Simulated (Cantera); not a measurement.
A closed system holds: 1 mol B, 4.9 mol H₂O, 7.1 mol N₂, at 1725 K and 1330 Pa.

Method: chemical equilibrium by Gibbs-energy minimisation in Cantera with the NASA 1993 tables (ideal gas, pure condensed phases). Candidate condensed phases: B, BN, B₂O₃, B₃O₃H₃, H₂O; 39 gas species. The numbers say what is thermodynamically allowed, not how fast it happens.

Base state: N₂ 0.568, H₂O 0.234, H₂ 0.120, HBO₂ 0.0767, B₂O₃ 0.00159, H 0.000556, HBO 7.21e-5, OH 5.98e-5 (mole fractions); condensed: gas only.

Q: What changes in the equilibrium state with this change: H₂O from 4.9 to 8.3 mol?

A: 
```
species    before     after
-------  --------  --------
N₂          0.568     0.446
H₂O         0.234     0.397
H₂          0.120    0.0941
HBO₂       0.0767    0.0616
HBO       7.21e-5   2.68e-5
B₂O₃      0.00159  0.000606
OH        5.98e-5  0.000115
H        0.000556  0.000493
```

Q: What changes in the equilibrium state with this change: B replaced by BCl₃?

A: 
```json
[
 {"species": "N₂", "before": "0.568", "after": "0.506"},
 {"species": "HCl", "before": "0", "after": "0.209"},
 {"species": "H₂O", "before": "0.234", "after": "0.207"},
 {"species": "H₂", "before": "0.120", "after": "0.00308"},
 {"species": "HBO₂", "before": "0.0767", "after": "0.0681"},
 {"species": "Cl", "before": "0", "after": "0.00468"},
 {"species": "BOCl", "before": "0", "after": "0.000139"},
 {"species": "O₂", "before": "1.93e-7", "after": "0.000229"},
 {"species": "HBO", "before": "7.21e-5", "after": "1.86e-6"},
 {"species": "NO", "before": "2.59e-6", "after": "8.42e-5"}
]
```
The tables' values for BOCl are old estimates; treat these amounts as uncertain. Further candidate phases: NH₄Cl.
